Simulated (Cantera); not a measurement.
# Equilibrium for tantalum, niobium, vanadium and zirconium in process gases: Ta(OEt)₅ + H₂O + H₂ + O₂

Charge: 1 mol Ta(OEt)₅, 0.21 mol H₂O, 46 mol H₂, a varied amount of O₂, equilibrated at 1073 K and 6300 Pa.

Method: chemical equilibrium by Gibbs-energy minimisation in Cantera with the NASA 1993 tables (ideal gas, pure condensed phases). Candidate condensed phases: C, C₆H₆, C₇H₈, C₈H₁₈, H₂O, Ta, TaC, Ta₂O₅; 113 gas species. The feed counts by its element totals alone. Mutual solubility and eutectic melting of coexisting phases are not modelled. TaC: taken at fixed stoichiometry. Condensed phases not in the tables: Ta₂C. The numbers say what is thermodynamically allowed, not how fast it happens.

```csv
n(O₂) (mol),log p H₂,log p CO,log p CH₄,log p H₂O,log p CO₂,log p H,n C(graphite),n TaC(s),n Ta₂O₅(s)
0.075,-1.22,-2.53,-3.78,-4.64,-5.91,-8.47,6.92,0.0237,0.488
0.17,-1.22,-2.51,-3.79,-4.62,-5.87,-8.47,6.81,0,0.500
0.26,-1.23,-2.49,-3.79,-4.60,-5.82,-8.47,6.64,0,0.500
0.35,-1.23,-2.46,-3.79,-4.58,-5.78,-8.47,6.46,0,0.500
0.44,-1.23,-2.44,-3.79,-4.56,-5.74,-8.47,6.28,0,0.500
0.53,-1.23,-2.42,-3.80,-4.54,-5.70,-8.47,6.10,0,0.500
0.62,-1.23,-2.40,-3.80,-4.52,-5.66,-8.47,5.92,0,0.500
0.71,-1.23,-2.39,-3.80,-4.50,-5.62,-8.47,5.75,0,0.500
```
log p: log10 of the partial pressure in bar; n: condensed amount in mol.

At 0.075 mol O₂ the condensed part is C(graphite) + TaC(s) + Ta₂O₅(s). From 0.17 mol O₂ to 0.71 mol O₂ the condensed part is C(graphite) + Ta₂O₅(s).
